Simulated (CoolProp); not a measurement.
Vapour-liquid equilibrium of R143a (1) + R236FA (2) at 3.65 bar; x and y are mole fractions of (1).

Model: multi-fluid Helmholtz-energy mixture model, Lemmon and Jacobsen 2000 and Pan 2012; pair parameters Bell 2016, in CoolProp.

| x | bubble temperature (°C) | y at the bubble point | dew temperature at overall composition x (°C) | liquid density (mol/L) |
|---|---|---|---|---|
| 0.05 | ? | 0.147 | 32.8 | 8.928 |
| 0.2 | 19.4 | 0.480 | 28.7 | 9.518 |
| 0.35 | ? | ? | 24.1 | 10.11 |
| 0.5 | 2.2 | 0.822 | 18.7 | 10.72 |
| 0.65 | -4.4 | ? | 12.1 | ? |
| 0.8 | -9.9 | 0.957 | 3.7 | 11.95 |
| 0.95 | -14.6 | 0.991 | -9.1 | 12.59 |

Task: Some entries are withheld; supply them.

Result: 
- 0.05, bubble temperature (°C): 30.2
- 0.35, bubble temperature (°C): 10.1
- 0.35, y at the bubble point: 0.691
- 0.65, y at the bubble point: 0.904
- 0.65, liquid density (mol/L): 11.33

No azeotrope shows between x = 0.05 and 0.95.

Pair parameters are fitted to limited data, so mixtures are less certain than the pure fluids.
